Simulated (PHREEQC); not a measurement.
Make-up at 25 °C: 0.0015 mol/kgw MnSO4. Closed to the air; pH follows from the charge balance.

Model: ion-association model, wateq4f.dat, run in PHREEQC.

Each row changes one thing in this solution. Precipitation was switched off in this run.

| case | pH | ionic strength (mol/kgw) | HSO4- (mol/kgw) |
|---|---|---|---|
| as made | 6.74 | 0.00532 | 1.85e-8 |
| 0.0024 mol/kgw (CH3)4NCl added | 6.75 | 0.00776 | 1.77e-8 |
| MnSO4 replaced by KHSO4 at the same molality | 2.89 | 0.00421 | 0.000137 |
| 6.9e-05 mol/kgw CO2 added | 5.28 | 0.00532 | 5.43e-7 |
| temperature from 25 to 50 °C | 6.37 | 0.00505 | 7.50e-8 |

(CH3)4N+ isn't in the database: it is added as a free cation with an ion size of 4 Å. At this temperature some constants are extrapolated from 25 °C, and those without enthalpy data are left unchanged.
